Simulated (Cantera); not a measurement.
# Reactions in the system C-H-Ta

Standard-state values (1 bar) from the NASA 1993 polynomials, evaluated with Cantera. Values are per mole of reaction as written; species without (g) are pure solids or liquids, kept so even where they would boil at 1 bar. TaC: taken at fixed stoichiometry.

C6H6(g) + 4 Ta ⇌ 4 TaC + C2H6(g)

```tsv
T (K)	ΔH° (kJ)	ΔS° (J/K)	ΔG° (kJ)	log10 K
623	-738.8	-26.1	-722.5	60.58
698	-738.3	-25.3	-720.6	53.93
773	-737.9	-24.8	-718.7	48.57
848	-737.6	-24.4	-716.9	44.16
923	-737.3	-24.1	-715.1	40.47
998	-737.0	-23.8	-713.3	37.33
1073	-736.7	-23.4	-711.5	34.64
1148	-736.3	-23.1	-709.8	32.29
1223	-735.9	-22.8	-708.0	30.24
1298	-735.5	-22.5	-706.3	28.42
```
